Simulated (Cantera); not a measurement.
Abatement and gas-phase synthesis: NF3 + H2O

A closed system holds: 1 mol NF3, a varied amount of H2O, held at 2050 °C and 0.133 bar.

Method: chemical equilibrium by Gibbs-energy minimisation in Cantera with the NASA 1993 tables (ideal gas, pure condensed phases). Candidate condensed phases: H2O; 40 gas species. Kinetics and transport are ignored.

```tsv
n(H2O) (mol)	x HF	x F	x O2	x N2	x H2O
0.39	0.211	0.600	0.0493	0.133	6.11e-9
0.54	0.286	0.508	0.0675	0.130	1.83e-8
0.68	0.353	0.426	0.0840	0.128	4.44e-8
0.83	0.423	0.341	0.101	0.125	1.09e-7
0.98	0.490	0.260	0.117	0.123	2.71e-7
1.1	0.542	0.197	0.130	0.121	6.08e-7
1.3	0.625	0.0962	0.150	0.117	3.65e-6
1.4	0.664	0.0477	0.160	0.116	1.73e-5
1.6	0.684	0.00145	0.164	0.112	0.0202
1.7	0.669	0.000996	0.160	0.109	0.0402
```
x: gas mole fraction; nothing condenses.

From 0.39 mol H2O to 1.7 mol H2O nothing is condensed.
